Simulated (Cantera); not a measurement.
Feed: 1 mol B₂O₃, 3.7 mol H₂O, 7.3 mol H₂, at 0.0300 bar.

Method: chemical equilibrium by Gibbs-energy minimisation in Cantera with the NASA 1993 tables (ideal gas, pure condensed phases). Candidate condensed phases: B, B₂O₃, B₃O₃H₃, H₂O; 23 gas species. Gases not in the tables: H₃BO₃. Kinetics and transport are ignored.

**Question.** At 1298 K, list the 4 most abundant gas species with their mole fractions, and the condensed phases.

**Answer.** H₂ 0.660, H₂O 0.329, HBO₂ 0.00996, (HBO₂)₃ 0.000272. Condensed: B₂O₃(l).
